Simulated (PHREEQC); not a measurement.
# Alkaline etch or developer: an equilibrium model

Solution (25 °C): 0.019 mol KOH per kg of water. Closed to the air; pH follows from the charge balance.

The numbers come from PHREEQC with the ion-association model, phreeqc.dat.

| Item | Value |
|---|---|
| pH | 12.21 |
| ionic strength | 0.0190 mol/kgw |
| specific conductance | 4700 µS/cm |
| total alkalinity | 19.0 meq/kg |

```tsv
species	molality	activity	log γ
OH-	0.0190	0.0165	-0.061
K+	0.0190	0.0165	-0.060
```

No solid was allowed to form.
